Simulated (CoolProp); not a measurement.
Computed with CoolProp (reference Helmholtz-energy equation of state, Outcalt 1996). It is a modified Benedict-Webb-Rubin equation, recast in Helmholtz form.

**Question.** For R152A, give the phase and the density (kg/m³), cp (kJ/(kg K)), fugacity coefficient at 81.55 °C and 2.1 MPa.

**Answer.** 
- 81.55 °C and 2.1 MPa: gas; density 66.5, cp 1.78, fugacity coefficient 0.772
